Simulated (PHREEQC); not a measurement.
Buffer: speciation

Make-up at 25 °C: 0.13 mol/kgw NaHSO4, 0.0001 mol/kgw NH3 and 0.24 mol/kgw LiCl. Closed to the air; pH follows from the charge balance.

All values are PHREEQC results (ion-association model, wateq4f.dat), not measurements.

Each row changes one thing in this solution. This is a speciation only: nothing precipitates in the calculation.

```tsv
case	pH	ionic strength (mol/kgw)	HSO4- (mol/kgw)	NH4+ (mol/kgw)	NH4SO4- (mol/kgw)
as made	1.32	0.462	0.0676	8.82e-5	1.18e-5
NaHSO4 replaced by NH4HSO4 at the same molality	1.30	0.454	0.0646	0.116	0.0142
temperature from 25 to 40 °C	1.37	0.452	0.0742	8.96e-5	1.04e-5
NH3 from 0.0001 to 9e-05 mol/kgw	1.32	0.462	0.0676	7.94e-5	1.06e-5
LiCl from 0.24 to 0.024 mol/kgw	1.36	0.247	0.0746	8.59e-5	1.41e-5
temperature from 25 to 35 °C	1.35	…	0.0720	…	1.09e-5
LiCl left out	1.37	0.223	0.0756	8.55e-5	1.45e-5
NH3 from 0.0001 to 0.0002 mol/kgw	1.32	0.462	0.0675	0.000176	2.37e-5
```

Some entries are withheld; supply them.


- temperature from 25 to 35 °C, ionic strength (mol/kgw): 0.456
- temperature from 25 to 35 °C, NH4+ (mol/kgw): 8.91e-5

Species that the database lacks are ignored. At this temperature some constants are extrapolated from 25 °C, and those without enthalpy data are left unchanged.
